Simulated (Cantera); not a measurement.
Feed: 1 mol Nb₂O₅, 24 mol H₂, held at 1425 °C and 82.5 Torr.

Equilibrium computed with Cantera from the NASA thermochemical tables; the gas is ideal and each condensed phase is pure. Candidate condensed phases: H₂O, Nb, NbO, NbO₂, Nb₂O₅; 12 gas species. Condensed phases not in the tables: the oxides between NbO₂ and Nb₂O₅. Equilibrium is a limit: real reactors are often held back by kinetics, nucleation or transport.

Base state: H₂ 0.958, H₂O 0.0417, H 0.000427 (mole fractions); condensed: NbO₂(s).

Question: What changes in the equilibrium state with this change: temperature from 1425 °C to 875 °C?

Answer: 
```csv
species,before,after
H₂,0.958,0.985
H₂O,0.0417,0.0151
H,0.000427,2.14e-7
"NbO₂(s), mol",2.00,0.726
"Nb₂O₅(s), mol",0,0.637
```
Mutual solubility and eutectic melting of coexisting phases are not modelled.

Question: What changes in the equilibrium state with this change: temperature from 1425 °C to 1802 °C?

Answer: 
| species | before | after |
|---|---|---|
| H₂ | 0.958 | 0.951 |
| H₂O | 0.0417 | 0.0415 |
| H | 0.000427 | 0.00783 |
| NbO₂ | 1.04e-7 | 0.000126 |
| OH | 9.56e-7 | 3.90e-5 |
| NbO₂(s), mol | 2.00 | 2.00 |

Question: What changes in the equilibrium state with this change: temperature from 1425 °C to 1777 °C?

Answer: 
```csv
species,before,after
H₂,0.958,0.952
H₂O,0.0417,0.0415
H,0.000427,0.00667
NbO₂,1.04e-7,8.57e-5
OH,9.56e-7,3.18e-5
"NbO₂(s), mol",2.00,2.00
```
